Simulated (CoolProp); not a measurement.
R410A along the isotherm 500 K: Z from the reference equation and from simpler models built on Tc = 344.5 K, pc = 4901 kPa, ω = 0.296; each cubic takes its own stable root.

The numbers come from the reference Helmholtz-energy equation of state, Lemmon 2003 in CoolProp. It is a pseudo-pure fit of the blend.

```json
[
 {"p (kPa)": "155", "phase": "gas", "reference": "0.9971", "Redlich-Kwong": "0.9966", "Peng-Robinson": "0.9969"},
 {"p (kPa)": "227", "phase": "gas", "reference": "0.9958", "Redlich-Kwong": "0.9950", "Peng-Robinson": "0.9955"},
 {"p (kPa)": "334", "phase": "gas", "reference": "0.9938", "Redlich-Kwong": "0.9926", "Peng-Robinson": "0.9934"},
 {"p (kPa)": "490", "phase": "gas", "reference": "0.9909", "Redlich-Kwong": "0.9891", "Peng-Robinson": "0.9903"},
 {"p (kPa)": "719", "phase": "gas", "reference": "0.9867", "Redlich-Kwong": "0.9841", "Peng-Robinson": "0.9859"},
 {"p (kPa)": "1060", "phase": "gas", "reference": "0.9805", "Redlich-Kwong": "0.9766", "Peng-Robinson": "0.9794"},
 {"p (kPa)": "1550", "phase": "gas", "reference": "(withheld)", "Redlich-Kwong": "(withheld)", "Peng-Robinson": "0.9701"},
 {"p (kPa)": "2270", "phase": "gas", "reference": "0.9588", "Redlich-Kwong": "(withheld)", "Peng-Robinson": "0.9570"},
 {"p (kPa)": "3340", "phase": "gas", "reference": "0.9401", "Redlich-Kwong": "0.9273", "Peng-Robinson": "0.9385"},
 {"p (kPa)": "4900", "phase": "gas", "reference": "0.9138", "Redlich-Kwong": "(withheld)", "Peng-Robinson": "0.9138"},
 {"p (kPa)": "7190", "phase": "supercritical", "reference": "0.8780", "Redlich-Kwong": "0.8515", "Peng-Robinson": "(withheld)"},
 {"p (kPa)": "10600", "phase": "supercritical", "reference": "0.8328", "Redlich-Kwong": "0.8004", "Peng-Robinson": "0.8512"},
 {"p (kPa)": "15500", "phase": "supercritical", "reference": "(withheld)", "Redlich-Kwong": "0.7692", "Peng-Robinson": "0.8351"},
 {"p (kPa)": "22700", "phase": "supercritical", "reference": "0.7987", "Redlich-Kwong": "0.8025", "Peng-Robinson": "0.8606"},
 {"p (kPa)": "33400", "phase": "supercritical", "reference": "0.8844", "Redlich-Kwong": "0.9240", "Peng-Robinson": "0.9536"},
 {"p (kPa)": "49000", "phase": "supercritical", "reference": "1.068", "Redlich-Kwong": "1.136", "Peng-Robinson": "1.128"}
]
```

Problem. Fill in the missing entries.

Solution. 
- 1550, reference: 0.9716
- 1550, Redlich-Kwong: 0.9658
- 2270, Redlich-Kwong: 0.9502
- 4900, Redlich-Kwong: 0.8951
- 7190, Peng-Robinson: 0.8831
- 15500, reference: 0.7942
